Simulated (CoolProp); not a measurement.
Vapour-liquid equilibrium of R134a (1) + methanol (2) at 305.3 K; x and y are mole fractions of (1).

The numbers come from the multi-fluid Helmholtz-energy mixture model, Tillner-Roth 1994 and de Reuck 1993; pair parameters Bell 2016 in CoolProp.

Task: Give the bubble pressure and the first vapour's composition at x = 0.25, 0.35, 0.85. Is there an azeotrope?

Result: x = 0.25: 0.4165 MPa, y = 0.944; x = 0.35: 0.4723 MPa, y = 0.951; x = 0.85: 0.7042 MPa, y = 0.983. No azeotrope shows between x = 0.05 and 0.95.

Pair parameters are fitted to limited data, so mixtures are less certain than the pure fluids. With so large a gap from Raoult's law the liquid may split in two, which this calculation doesn't test in full.
